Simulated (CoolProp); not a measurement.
A single-stage vapour-compression cycle with hydrogen sulfide: evaporating at 307.15 K (dew point), condensing at 348.15 K (bubble point), superheat 2 K, subcooling 2 K, compressor efficiency 0.75, no pressure losses. Each further row changes one setting.

Computed with CoolProp (reference Helmholtz-energy equation of state, Lemmon 2006). It is a short technical equation, of lower accuracy than the large ones.

```json
[
 {"case": "as stated", "cooling COP": "4.03", "pressure ratio": "2.32", "discharge temperature (K)": "397.8", "refrigerating effect (kJ/kg)": "298", "volumetric capacity (kJ/m³)": "12400"},
 {"case": "evaporating temperature 312.15 K", "cooling COP": "4.75", "pressure ratio": "2.07", "discharge temperature (K)": "390.6", "refrigerating effect (kJ/kg)": "298", "volumetric capacity (kJ/m³)": "14000"},
 {"case": "condensing temperature 343.15 K", "cooling COP": "4.81", "pressure ratio": "2.11", "discharge temperature (K)": "387.1", "refrigerating effect (kJ/kg)": "313", "volumetric capacity (kJ/m³)": "13000"},
 {"case": "subcooling 7 K", "cooling COP": "4.25", "pressure ratio": "2.32", "discharge temperature (K)": "397.8", "refrigerating effect (kJ/kg)": "314", "volumetric capacity (kJ/m³)": "13100"},
 {"case": "superheat 12 K", "cooling COP": "3.97", "pressure ratio": "2.32", "discharge temperature (K)": "411.1", "refrigerating effect (kJ/kg)": "313", "volumetric capacity (kJ/m³)": "12300"},
 {"case": "compressor efficiency 0.65", "cooling COP": "3.50", "pressure ratio": "2.32", "discharge temperature (K)": "405.3", "refrigerating effect (kJ/kg)": "298", "volumetric capacity (kJ/m³)": "12400"}
]
```
